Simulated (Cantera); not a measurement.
## Adiabatic ignition

An adiabatic, constant-volume homogeneous reactor starts with 48.2 % H2, 9.78 % O2, 36.8 % N2, 5.17 % H2O, at 975 K and 1.01 bar.

Cantera simulation using GRI-Mech 3.0 (53 species, 325 reactions); the numbers are that mechanism's predictions, not measurements.

```
t (s)     T (K)  P (bar)   x H2     x O2   x H2O      x NO    x N2O
--------  -----  -------  -----  -------  ------  --------  -------
8.00e-6     975     1.01  0.482   0.0978  0.0517    <1e-12   <1e-12
2.33e-5     975     1.01  0.482   0.0978  0.0517    <1e-12   <1e-12
6.76e-5     975     1.01  0.482   0.0978  0.0517    <1e-12   <1e-12
0.000196    975     1.01  0.482   0.0978  0.0517    <1e-12   <1e-12
0.000571    975     1.01  0.482   0.0978  0.0517    <1e-12   <1e-12
0.00166     975     1.01  0.482   0.0978  0.0517    <1e-12   <1e-12
0.00482     975     1.01  0.482   0.0978  0.0517    <1e-12   <1e-12
0.0140     2597     2.45  0.310  2.70e-5   0.269  0.000174  1.27e-8
0.0407     2596     2.45  0.310  2.70e-5   0.269  0.000221  1.38e-8
0.118      2596     2.45  0.310  2.70e-5   0.269  0.000221  1.38e-8
0.344      2596     2.45  0.310  2.70e-5   0.269  0.000221  1.38e-8
1.00       2596     2.45  0.310  2.70e-5   0.269  0.000221  1.38e-8
```
x: mole fraction; the columns are a selection and need not sum to one.

| Quantity | Value |
|---|---|
| time of steepest temperature rise | 10.0 ms |
| temperature at 1.00 s | 2596 K |
| equilibrium temperature | 2596 K |
| x(H2) at 1.00 s | 0.310 (gas-phase equilibrium 0.310) |
| x(O2) at 1.00 s | 2.70e-5 (gas-phase equilibrium 2.70e-5) |
| x(H2O) at 1.00 s | 0.269 (gas-phase equilibrium 0.269) |
